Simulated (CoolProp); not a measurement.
Vapour-liquid equilibrium of toluene (1) + n-dodecane (2) at 0.00461 MPa; x and y are mole fractions of (1).

Values from CoolProp's multi-fluid Helmholtz-energy mixture model, Lemmon 2006 and Lemmon 2004; pair parameters Bell 2016.

Q: Give the bubble temperature and the first vapour's composition at x = 0.05, 0.35, 0.65. Is there an azeotrope?

A: x = 0.05: 371.4 K, y = 0.615; x = 0.35: 323.5 K, y = 0.983; x = 0.65: 310.0 K, y = 0.996. No azeotrope shows between x = 0.05 and 0.95.

Pair parameters are fitted to limited data, so mixtures are less certain than the pure fluids. The gap from Raoult's law changes sign with composition, which may be real or a fault of the pair parameters; it wasn't checked against measurements.
